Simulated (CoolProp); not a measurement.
Properties of R404A along the isotherm 122.75 °C (Tc = 72.1 °C, pc = 3.735 MPa, ω = 0.293).

Computed with CoolProp (reference Helmholtz-energy equation of state, Lemmon 2003). It is a pseudo-pure fit of the blend.

| p (MPa) | phase | density (kg/m³) | speed of sound (m/s) | expansivity (1/kK) | fugacity coefficient |
|---|---|---|---|---|---|
| 0.0177 | gas | 0.5254 | 191.6 | 2.536 | 0.9989 |
| 0.026 | gas | 0.7721 | 191.5 | 2.540 | 0.9984 |
| 0.0382 | gas | 1.135 | 191.4 | 2.547 | 0.9977 |
| 0.056 | gas | 1.666 | 191.2 | 2.557 | 0.9966 |
| 0.0822 | gas | 2.449 | 191.0 | 2.571 | 0.9951 |
| 0.121 | gas | 3.614 | 190.6 | 2.593 | 0.9928 |
| 0.177 | gas | 5.305 | 190.1 | 2.625 | 0.9894 |
| 0.26 | gas | 7.832 | 189.4 | 2.673 | 0.9845 |
| 0.382 | gas | 11.59 | 188.2 | 2.746 | 0.9773 |
| 0.56 | gas | 17.19 | 186.6 | 2.858 | 0.9668 |
| 0.822 | gas | 25.66 | 184.1 | 3.032 | 0.9515 |
| 1.21 | gas | 38.78 | 180.4 | 3.317 | 0.9290 |
| 1.77 | gas | 59.05 | 175.0 | 3.795 | 0.8972 |
| 2.6 | gas | 92.56 | 166.8 | 4.690 | 0.8511 |
| 3.82 | supercritical | 151.9 | 154.9 | 6.608 | 0.7858 |
| 5.6 | supercritical | 271.0 | 141.1 | 11.40 | 0.6962 |
